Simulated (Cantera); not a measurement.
Charge: 1 mol Si3N4, 0.031 mol O2, 710 mol N2, at 0.520 Pa.

These are equilibrium values from Cantera (NASA tables, ideal gas, pure condensed phases), not measurements of a reactor. Candidate condensed phases: Si, SiO2, Si2N2O, Si3N4; 16 gas species. Mutual solubility and eutectic melting of coexisting phases are not modelled. Kinetics and transport are ignored.

x: gas mole fraction; n: condensed amount in mol.

```tsv
T (K)	x N2	x Si	x SiO	x Si2N	x SiN	x Si2	x Si3	n Si2N2O(s)	n Si3N4(s)	n Si(s)
1248	1.000	1.20e-7	2.91e-5	1.07e-10	1.28e-9	1.41e-12	<1e-12	0.0414	0.966	0
1298	1.000	1.58e-6	8.73e-5	2.85e-9	1.25e-8	7.65e-11	1.72e-12	0	0.979	0
1348	1.000	1.71e-5	8.73e-5	5.93e-8	1.03e-7	3.07e-9	1.84e-10	0	0.975	0
1398	1.000	0.000150	8.71e-5	9.21e-7	7.00e-7	8.76e-8	1.27e-8	0	0	2.83
1448	0.999	0.000562	8.70e-5	2.92e-6	2.07e-6	4.89e-7	7.94e-8	0	0	2.53
1498	0.998	___	8.69e-5	___	5.70e-6	___	___	0	0	___
1548	0.996	0.00407	8.67e-5	1.03e-5	9.75e-6	4.82e-6	6.39e-7	0	0	0
1598	0.996	0.00409	8.67e-5	3.08e-6	8.08e-6	2.29e-6	1.14e-7	0	0	0
1648	0.996	0.00410	8.67e-5	9.82e-7	6.75e-6	1.13e-6	2.22e-8	0	0	0
1698	0.996	0.00410	8.67e-5	___	5.69e-6	___	___	0	0	0
1748	0.996	0.00410	8.67e-5	1.21e-7	4.84e-6	3.09e-7	1.11e-9	0	0	0
1798	0.996	0.00410	8.67e-5	4.64e-8	4.16e-6	1.71e-7	2.81e-10	0	0	0
1848	0.996	0.00411	8.67e-5	1.87e-8	3.60e-6	9.72e-8	7.67e-11	0	0	0
```

**Question.** Complete the blanks.

**Answer.** 
- 1498, x Si: 0.00193
- 1498, x Si2N: 8.54e-6
- 1498, x Si2: 2.43e-6
- 1498, x Si3: 4.39e-7
- 1498, n Si(s): 1.54
- 1698, x Si2N: 3.34e-7
- 1698, x Si2: 5.80e-7
- 1698, x Si3: 4.75e-9
